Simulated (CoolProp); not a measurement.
The numbers come from the reference Helmholtz-energy equation of state, Schmidt 1985 in CoolProp.

Problem. Give the vapour pressure (MPa), liquid density (kg/m³), enthalpy of vaporisation (kJ/kg), liquid conductivity (mW/(m K)) of saturated oxygen at 141.7 K.

Solution. 
| T (K) | p (MPa) | liquid density (kg/m³) | enthalpy of vaporisation (kJ/kg) | liquid conductivity (mW/(m K)) |
|---|---|---|---|---|
| 141.7 | 3.00 | 795 | 119 | 75.8 |

Thermal conductivity comes from a separate model (Lemmon 2004).
